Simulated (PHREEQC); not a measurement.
Solution (75 °C): 34 mmol/kgw HF, 3.7 mmol/kgw H2SiF6, 1.7 mmol/kgw H3BO3 and 18 mmol/kgw HCl. Closed to the air; pH follows from the charge balance.

Model: ion-association model, phreeqc.dat, run in PHREEQC.

This is a speciation only: nothing precipitates in the calculation.

Task: Order these F species by the share of F that they hold, largest first: BF4-, F-, BF3OH-, SiF6-2, HF.

Result: HF (51 %), SiF6-2 (37 %), BF4- (11 %), F- (0.66 %), BF3OH- (0.30 %)

The pH is 1.63 and the ionic strength 0.0305 mol/kgw. At this temperature some constants are extrapolated from 25 °C, and those without enthalpy data are left unchanged. SiF6-2 is the database's only silicon fluoride. Real BF4- forms and hydrolyses slowly; the run takes it at equilibrium.
